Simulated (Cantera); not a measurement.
An adiabatic, constant-pressure homogeneous reactor starts with CH4 : C2H6 : C3H8 : O2 : N2 = 1 : 0.2 : 0.063 : 2.32 : 6.73 (molar parts), equivalence ratio 1.3, at 1175 K and 5.00 bar.

Computed with Cantera and GRI-Mech 3.0 (53 species, 325 reactions).

Predict: time of steepest temperature rise; temperature at 8.00 s; equilibrium temperature; x(HCN) at 8.00 s.


```json
{
 "time_of_steepest_temperature_rise": "1.26 ms",
 "temperature at 8.00 s": "2831 K",
 "equilibrium_temperature": "2831 K",
 "x(HCN) at 8.00 s": "3.45e-8 (gas-phase equilibrium 3.45e-8)"
}
```
